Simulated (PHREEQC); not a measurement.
Make-up at 25 °C: 1 mol/kgw HCl, 0.028 mol/kgw LiCl and 0.00078 mol/kgw Na2SO4. Closed to the air; pH follows from the charge balance.

Equilibrium calculation in PHREEQC: ion-association model, phreeqc.dat.

| quantity | before | after |
|---|---|---|
| HSO4- (mol/kgw) | 0.000726 | 0.000468 |
| SO4-2 (mol/kgw) | 5.26e-5 | 0.000154 |
| LiSO4- (mol/kgw) | 1.03e-6 | 3.02e-6 |
| NaSO4- (mol/kgw) | 7.02e-8 | 2.06e-7 |
| SI of Halite (NaCl) | -4.72 | -4.72 |

Task: What was changed between the two runs?
A. diluted 2-fold with water
B. Na2SO4 from 0.00078 to 0.0078 mol/kgw
C. 0.78 mol/kgw NH3 added
D. diluted 100-fold with water

Result: C, 0.78 mol/kgw NH3 added

Precipitation was switched off in this run. The ionic strength passes 0.7 mol/kgw, the rough limit of the ion-association models, in every such run.
